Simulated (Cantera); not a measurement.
Premixed flame

A freely propagating, adiabatic, planar premixed flame of 3.94 % C₃H₈, 20.6 % O₂, 71.8 % N₂, 3.71 % H₂, equivalence ratio 1.0, unburnt at 525 K and 8.30 bar; mixture-averaged transport, grid criteria slope 0.08 and curve 0.16, no radiation.

Computed with Cantera and GRI-Mech 3.0 (53 species, 325 reactions). GRI-Mech 3.0 was tuned for natural gas; its chemistry of propane as a main component is partial and can be far from experiment. Burning velocities carry a grid error of a few per cent, more on coarse grids.

| z (mm) | T (K) | u (m/s) | x C₃H₈ | x O₂ | x CH₄ | x C₂H | x H₂ | x HCO |
|---|---|---|---|---|---|---|---|---|
| -0.129 | 525 | 0.944 | 0.0395 | 0.206 | 6.76e-7 | <1e-8 | 0.0367 | <1e-8 |
| -0.0863 | 527 | 0.946 | 0.0395 | 0.206 | 7.85e-6 | <1e-8 | 0.0360 | <1e-8 |
| -0.0647 | 534 | 0.958 | 0.0395 | 0.205 | 3.70e-5 | <1e-8 | 0.0351 | <1e-8 |
| -0.0431 | 584 | 1.05 | 0.0392 | 0.201 | 0.000249 | <1e-8 | 0.0332 | <1e-8 |
| -0.0216 | 953 | 1.75 | 0.0307 | 0.165 | 0.00180 | <1e-8 | 0.0300 | 4.32e-7 |
| -0.0108 | 1393 | 2.62 | 0.0126 | 0.119 | 0.00344 | 2.89e-8 | 0.0283 | 1.76e-5 |
| 0 | 1844 | 3.54 | 0.000452 | 0.0671 | 0.00243 | 2.20e-6 | 0.0241 | 6.66e-5 |
| 0.0108 | 2074 | 3.99 | 3.89e-7 | 0.0363 | 0.000390 | 2.72e-6 | 0.0175 | 2.16e-5 |
| 0.0216 | 2169 | 4.15 | <1e-8 | 0.0237 | 2.88e-5 | 2.74e-7 | 0.0141 | 2.64e-6 |
| 0.0431 | 2272 | 4.31 | <1e-8 | 0.0156 | 1.37e-7 | <1e-8 | 0.0125 | 2.62e-7 |
| 0.0863 | 2372 | 4.47 | <1e-8 | 0.0108 | <1e-8 | <1e-8 | 0.0110 | 1.22e-7 |
| 0.173 | 2449 | 4.60 | <1e-8 | 0.00730 | <1e-8 | <1e-8 | 0.00914 | 5.83e-8 |
| 0.345 | 2497 | 4.67 | <1e-8 | 0.00499 | <1e-8 | <1e-8 | 0.00784 | 3.22e-8 |
x: mole fraction of selected species; z is measured from the peak of heat release.

```json
{
  "laminar_burning_velocity": "94.4 cm/s",
  "thermal_thickness": "0.0431 mm",
  "peak x(CH₄)": "0.00362",
  "peak x(C₂H)": "3.90e-6",
  "peak x(HCO)": "6.76e-5",
  "grid_points": "152"
}
```
